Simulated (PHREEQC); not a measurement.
Solution (25 °C): 0.043 mol/kgw NH4HSO4. Closed to the air; pH follows from the charge balance.

Model: ion-association model, phreeqc.dat, run in PHREEQC.

Task: The ionic strength comes out as 0.0829 mol/kgw. What activity coefficients do NH4SO4-, NH4+, HSO4-, H+, SO4-2 get?

Result: NH4SO4- 0.79, NH4+ 0.76, HSO4- 0.79, H+ 0.83, SO4-2 0.40.

No solid was allowed to form. Species that the database lacks are ignored.
